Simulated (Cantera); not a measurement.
What does this Cantera script print?

```python
import numpy as np
import cantera as ct

gas_names = """
    C CH CH2 CH3 CH2OH CH3O CH4 CH3OH CN CO CO2 COOH C2 C2H CHCO,ketyl C2H2,acetylene C2H2,vinylidene
    CH2CO,ketene C2H3,vinyl CH3CN CH3CO,acetyl C2H4 C2H4O,ethylen CH3CHO,ethanal CH3COOH (HCOOH)2 C2H5
    C2H6 CH3OCH3 C2H5OH CCN CNC C2N2 C2O C3 C3H3,propargyl C3H4,allene C3H4,propyne C3H4,cyclo-
    C3H5,allyl C3H6,propylene C3H6,cyclo- C3H6O C3H7,n-propyl C3H7,i-propyl C3H8 C3H8O,1propanol
    C3H8O,2propanol C3O2 C4 C4H2 C4H4,1,3-cyclo- C4H6,butadiene C4H6,2-butyne C4H6,cyclo- C4H8,1-butene
    C4H8,cis2-buten C4H8,tr2-butene C4H8,isobutene C4H8,cyclo- (CH3COOH)2 C4H9,n-butyl C4H9,i-butyl
    C4H9,s-butyl C4H9,t-butyl C4H10,isobutane C4H10,n-butane C4N2 C5 C5H6,1,3cyclo- C5H8,cyclo-
    C5H10,1-pentene C5H10,cyclo- C5H11,pentyl C5H11,t-pentyl C5H12,n-pentane C5H12,i-pentane
    CH3C(CH3)2CH3 C6H2 C6H5,phenyl C6H5O,phenoxy C6H6 C6H5OH,phenol C6H10,cyclo- C6H12,1-hexene
    C6H12,cyclo- C6H13,n-hexyl C7H7,benzyl C7H8 C7H8O,cresol C7H14,1-heptene C7H15,n-heptyl
    C7H16,n-heptane C8H8,styrene C8H10,ethylbenz C8H16,1-octene C8H17,n-octyl C8H18,isooctane
    C8H18,n-octane C9H19,n-nonyl C10H8,naphthale C10H21,n-decyl C12H9,o-bipheny C12H10,bipheny H HCN HCO
    HCCN HNC HNCO HNO HNO2 HNO3 HO2 H2 HCHO,formaldehy HCOOH H2O H2O2 N NCO NH NH2 NH3 NH2OH NO NO2 NO3
    N2 N2H2 N2H4 N2O O OH O2 O3 Si SiC SiC2 SiC4H12 SiH SiH2 SiH3 SiH4 SiN SiO SiO2 Si2 Si2C Si2N Si3
""".split()
cond_names = """
    C(gr) C6H6(L) C7H8(L) C8H18(L),n-octa H2O(s) H2O(L) Si(cr) Si(L) SiC(b) SiO2(Lqz) SiO2(hqz) SiO2(L)
    Si2N2O(s) Si3N4(a)
""".split()


def load(file, names, dense=False):
    # The tables refer to 1 bar. Condensed volumes are neglected.
    table = {s.name: s for s in ct.Species.list_from_file(file)}
    out = []
    for n in names:
        d = dict(table[n].input_data)
        d["thermo"] = dict(d["thermo"], **{"reference-pressure": 1e5})
        if dense:
            d["equation-of-state"] = {"model": "constant-volume", "density": "1e6 g/cm^3"}
        out.append(ct.Species.from_dict(d))
    return out


gas = ct.Solution(thermo="ideal-gas", species=load("nasa_gas.yaml", gas_names))
cond = {s.name: ct.Solution(thermo="fixed-stoichiometry", species=[s], name=s.name)
        for s in load("nasa_condensed.yaml", cond_names, dense=True)}
atoms = {
    'Si3N4': {'Si': 3, 'N': 4},
    'CO2': {'C': 1, 'O': 2},
    'H2': {'H': 2},
}
top_T = {'C(gr)': 4500, 'SiC(b)': 3050, 'Si2N2O(s)': 2100, 'Si3N4(a)': 2400}  # K; cautious upper limits of use, not melting points


def equilibrate(T, P, feed):
    n = {}
    for name, mol in feed.items():
        for a, k in atoms[name].items():
            n[a] = n.get(a, 0.0) + k * mol
    gas.TPX = T, P, n
    mass = sum(n.values()) * gas.mean_molecular_weight
    gas.equilibrate("TP")
    valid = [c for c in cond.values() if c.min_temp <= T <= top_T.get(c.name, c.max_temp)]
    mix = ct.Mixture([(gas, mass / gas.mean_molecular_weight)] + [(c, 0.0) for c in valid])
    mix.T, mix.P = T, P
    mix.equilibrate("TP", solver="vcs", rtol=1e-11, max_steps=5000)
    return mix


results = []
feed = {'Si3N4': 1, 'CO2': 0.043, 'H2': 51}  # mol
P = 13332.2  # Pa
for T in [1098, 1173, 1248, 1323, 1398, 1473, 1548, 1623, 1698, 1773, 1848, 1923]:
    mix = equilibrate(T, P, feed)
    results.append((T, P, feed, dict(zip(mix.species_names, mix.species_moles))))

top = {s: max(r[3][s] / sum(r[3][g] for g in gas_names) for r in results) for s in gas_names}
cols = sorted((s for s in top if top[s] > 0.001), key=lambda s: -top[s])[:5]
seen = [c for c in cond_names if any(r[3].get(c, 0) > 1e-12 for r in results)]
print("log10 of partial pressures in bar; condensed amounts in mol")
print(f"{'T/K':>10s}" + "".join(f"{s[:9]:>10s}" for s in cols + seen))
for T, P, feed, n in results:
    ng = sum(n[g] for g in gas_names)
    print(f"{T:10.4g}" + "".join(f"{np.log10(max(n[s] / ng * P / 1e5, 1e-99)):10.3f}" for s in cols)
          + "".join(f"{n.get(c, 0):10.4g}" for c in seen))
```

Output:

```
log10 of partial pressures in bar; condensed amounts in mol
       T/K        H2        N2         H       SiO    Si(cr)     Si(L)    SiC(b) Si2N2O(s)  Si3N4(a)
      1098    -0.876    -4.126    -8.045   -13.544         0         0         0     0.086    0.9427
      1173    -0.876    -4.126    -7.366   -11.767         0         0         0     0.086    0.9427
      1248    -0.876    -3.921    -6.768   -10.275         0         0   0.02597     0.086     0.934
      1323    -0.876    -3.848    -6.238    -8.920         0         0   0.03848   0.08599    0.9298
      1398    -0.876    -3.832    -5.763    -7.696         0         0   0.04169   0.08598    0.9288
      1473    -0.876    -3.827    -5.336    -6.597         0         0   0.04254   0.08588    0.9285
      1548    -0.876    -3.823    -4.949    -5.607         0         0   0.04279   0.08501    0.9287
      1623    -0.877    -3.354    -4.599    -4.865    0.1661         0   0.04259   0.08055    0.8748
      1698    -0.880    -2.823    -4.280    -4.226         0    0.7771   0.04137   0.06177     0.678
      1773    -0.893    -2.299    -3.992    -3.702         0     2.884   0.03472         0         0
      1848    -0.893    -2.300    -3.722    -3.723         0     2.889   0.02983         0         0
      1923    -0.894    -2.300    -3.473    -3.751         0     2.893   0.02279         0         0
```

Method: chemical equilibrium by Gibbs-energy minimisation in Cantera with the NASA 1993 tables (ideal gas, pure condensed phases). Mutual solubility and eutectic melting of coexisting phases are not modelled. Gases not in the tables: Si2H6 and higher silanes.
